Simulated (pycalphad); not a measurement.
**Effect of Mg content in Al-Mg-Si**

Computed with pycalphad from the COST 507 light-alloy database (1999), at 1 atm. The data set is of 1999 and partly superseded. Phase fractions are per mole of atoms.

| alloy | liquidus (K) | first solid | solidus (K) | phases at 575 K |
|---|---|---|---|---|
| Al-6.21Mg-1.04Si (at.%) | 900 | FCC_A1 | 856 | FCC_A1 0.97, MG2SI 0.03 |
| Al-8.28Mg-1.04Si (at.%) | [?] | FCC_A1 | [?] | FCC_A1 0.97, MG2SI 0.03 |
| Al-16.56Mg-1.04Si (at.%) | 850 | FCC_A1 | 738 | FCC_A1 0.74, ALMG_BETA 0.23, MG2SI 0.03 |

Problem. Complete the blanks.

Solution. 
- Al-8.28Mg-1.04Si (at.%), liquidus (K): 890
- Al-8.28Mg-1.04Si (at.%), solidus (K): 833

Database names, with the compositions (at.%) that they take in these runs: MG2SI: Mg 67 Si 33; ALMG_BETA: Al 61 Mg 39. FCC_A1 is fcc.
